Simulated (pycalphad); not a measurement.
Source of the numbers: pycalphad with the COST 507 light-alloy database (1999); pressure 1 atm. The data set is of 1999 and partly superseded.

## Al-2.496Si (wt.%): equilibrium cooling sequence

```json
[
 {"T (°C)": "645.4", "phases above": "liquid", "phases below": "fcc + liquid"},
 {"T (°C)": "577.0", "phases above": "fcc + liquid", "phases below": "diamond (Si) + fcc"}
]
```

Changes were sought between steps of 75 K, so a narrower field can be missed.
